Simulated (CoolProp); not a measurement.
Vapour-liquid equilibrium of hydrogen sulfide (1) + propane (2) at -24.35 °C; x and y are mole fractions of (1).

Model: multi-fluid Helmholtz-energy mixture model, Lemmon 2006 and Lemmon 2009; pair parameters Kunz 2012, in CoolProp.

```
x     bubble pressure (MPa)  y at the bubble point  dew pressure at overall composition x (MPa)  liquid density (mol/L)
----  ---------------------  ---------------------  -------------------------------------------  ----------------------
0.05                    [?]                    [?]                                       0.2183                     [?]
0.2                     [?]                  0.520                                       0.2541                   13.88
0.35                    [?]                  0.630                                          [?]                   15.17
0.5                  0.4758                  0.693                                       0.3684                     [?]
0.65                 0.4945                  0.743                                       0.4531                   19.00
0.8                  0.5020                  0.802                                       0.5020                   21.66
0.95                 0.4872                  0.921                                          [?]                   24.79
```

Problem. Fill in the missing entries.

Solution. 
- 0.05, bubble pressure (MPa): 0.2643
- 0.05, y at the bubble point: 0.236
- 0.05, liquid density (mol/L): 12.94
- 0.2, bubble pressure (MPa): 0.3789
- 0.35, bubble pressure (MPa): 0.4416
- 0.35, dew pressure at overall composition x (MPa): 0.3022
- 0.5, liquid density (mol/L): 16.85
- 0.95, dew pressure at overall composition x (MPa): 0.4808

y crosses x between x = 0.8 and 0.95: the model has an azeotrope there.

The pair parameters rest on a limited set of measurements; away from them the model extrapolates.
